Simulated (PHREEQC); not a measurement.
1 kg of water holding 0.0022 mol/kgw K2SO4, 0.43 mol/kgw KCl and 0.0067 mol/kgw K2CO3 is evaporated at 30 °C; the solids stay in contact with the brine. No CO2 enters from the air. Only these solids could form: Arcanite, Kalicinite, Misenite, Sylvite.

Base run: PHREEQC, Pitzer model, pitzer.dat. Each further column changes one thing. The table gives water activity.

```
H2O removed (mol)   base  temperature from 30 to 5 °C  temperature from 30 to 75 °C
-----------------  -----  ---------------------------  ----------------------------
0                  0.986                        0.986                         0.986
24.69              0.975                        0.975                           [?]
38.4               0.954                        0.955                         0.954
46.01              0.917                        0.920                           [?]
50.23              0.847                        0.877                           [?]
52.58              0.832                        0.875                         0.775
53.88              0.830                        0.873                           [?]
54.6               0.827                        0.870                         0.769
55.01              0.820                        0.863                         0.762
55.23              0.804                        0.848                           [?]
```

**Question.** What belongs in the gaps?

**Answer.** 
- 24.69, temperature from 30 to 75 °C: 0.974
- 46.01, temperature from 30 to 75 °C: 0.916
- 50.23, temperature from 30 to 75 °C: 0.844
- 53.88, temperature from 30 to 75 °C: 0.772
- 55.23, temperature from 30 to 75 °C: 0.746

 Away from 25 °C the constants follow the database's enthalpies or fits; those with neither stay at their 25 °C values.
